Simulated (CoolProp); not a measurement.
c-C4F8 (RC318) along the isotherm 411.9 K: Z from the reference equation and from simpler models built on Tc = 388.4 K, pc = 27.78 bar, ω = 0.355; each cubic takes its own stable root.

Computed with CoolProp (reference Helmholtz-energy equation of state, Platzer 1990). This equation is an older, rougher fit; its heat capacities, sound speeds and derivatives of the liquid may be far off and weren't checked against measurements.

```json
[
 {"p (bar)": "6.31", "phase": "gas", "reference": "0.9364"},
 {"p (bar)": "12.6", "phase": "gas", "reference": "0.8665"},
 {"p (bar)": "18.9", "phase": "gas", "reference": "0.7876"},
 {"p (bar)": "25.3", "phase": "gas", "reference": "0.6942"},
 {"p (bar)": "31.6", "phase": "supercritical", "reference": "0.5809"},
 {"p (bar)": "37.9", "phase": "supercritical", "reference": "0.4419"},
 {"p (bar)": "44.2", "phase": "supercritical", "reference": "0.3577"},
 {"p (bar)": "50.5", "phase": "supercritical", "reference": "0.3499"},
 {"p (bar)": "56.8", "phase": "supercritical", "reference": "0.3637"},
 {"p (bar)": "63.1", "phase": "supercritical", "reference": "0.3842"},
 {"p (bar)": "69.4", "phase": "supercritical", "reference": "0.4074"}
]
```

Question: How far does each simpler model (van der Waals, Redlich-Kwong, Soave-Redlich-Kwong, Peng-Robinson) lie from the reference over these 11 states: mean and median of the absolute difference, and the worst?

Answer: 
- van der Waals: mean 11.5 %, median 10.1 %, worst +26.5 % at 411.9 K and 69.4 bar
- Redlich-Kwong: mean 4.7 %, median 5.2 %, worst -8.5 % at 411.9 K and 37.9 bar
- Soave-Redlich-Kwong: mean 7.4 %, median 7.6 %, worst +15.9 % at 411.9 K and 50.5 bar
- Peng-Robinson: mean 3.5 %, median 3.0 %, worst +7.1 % at 411.9 K and 44.2 bar
